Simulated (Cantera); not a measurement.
A closed system holds: 1 mol Al, 6.1 mol N2O, 6.7 mol H2, at 1500 K and 1.00 bar.

Cantera equilibrium calculation (NASA polynomials, part measured and part estimated; ideal gas, pure solids and liquids). Candidate condensed phases: Al, AlN, Al2O3, H2O; 35 gas species. Gases not in the tables: Al(OH)3. Kinetics and transport are ignored.

Base state: N2 0.477, H2O 0.359, H2 0.164 (mole fractions); condensed: Al2O3(s).

Q: What changes in the equilibrium state with this change: Al replaced by Al(CH3)3?

A: 
```json
[
 {"species": "H2", "before": "0.164", "after": "0.481"},
 {"species": "N2", "before": "0.477", "after": "0.300"},
 {"species": "CO", "before": "0", "after": "0.140"},
 {"species": "H2O", "before": "0.359", "after": "0.0709"},
 {"species": "CO2", "before": "0", "after": "0.00796"},
 {"species": "NH3", "before": "2.84e-6", "after": "1.13e-5"},
 {"species": "H", "before": "7.13e-6", "after": "1.22e-5"},
 {"species": "Al2O3(s), mol", "before": "0.500", "after": "0.500"}
]
```
The feed counts by its element totals alone. Further candidate phases: C, C6H6, C7H8, C8H18.
